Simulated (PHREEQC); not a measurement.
Dissolve 0.001 mol/kgw HF, 0.028 mol/kgw NaF and 0.00015 mol/kgw HCl at 25 °C. Closed to the air; pH follows from the charge balance.

Model: ion-association model, phreeqc.dat, run in PHREEQC.

| quantity | before | after |
|---|---|---|
| pH | 4.54 | 5.00 |
| ionic strength (mol/kgw) | 0.0277 | 0.0277 |
| F- (mol/kgw) | 0.0275 | 0.0274 |
| HF (mol/kgw) | 0.00101 | 0.00102 |
| NaF (mol/kgw) | 0.000316 | 0.000304 |
| HF2- (mol/kgw) | 0.000107 | 0.000120 |
| SI of Halite (NaCl) | -7.09 | -7.14 |

### Question
Which change was made?
(A) diluted 5-fold with water
(B) 0.00037 mol/kgw CO2 added
(C) HF from 0.001 to 0.01 mol/kgw
(D) HF from 0.001 to 0.0002 mol/kgw
(E) temperature from 25 to 80 °C

### Answer
E, temperature from 25 to 80 °C

This is a speciation only: nothing precipitates in the calculation. Away from 25 °C the constants follow the database's enthalpies or fits; those with neither stay at their 25 °C values.
